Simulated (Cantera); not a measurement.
# Ignition delay

Mixture: 13.4 % CH4, 1.74 % CO, 17.3 % O2, 67.5 % N2, at 2100 Torr, adiabatic and at constant pressure. Ignition delay is the time to a rise of 400 K.

Model: GRI-Mech 3.0 (53 species, 325 reactions), integrated in Cantera.

| T0 (K) | delay (ms) |
|---|---|
| 1025 | 438 |
| 1125 | 85.7 |
| 1225 | 20.1 |
| 1325 | 5.42 |
| 1425 | 1.64 |
| 1525 | 0.549 |
| 1625 | 0.207 |
| 1725 | 0.0887 |

* **apparent activation energy between 1525 and 1725 K**: 200 kJ/mol
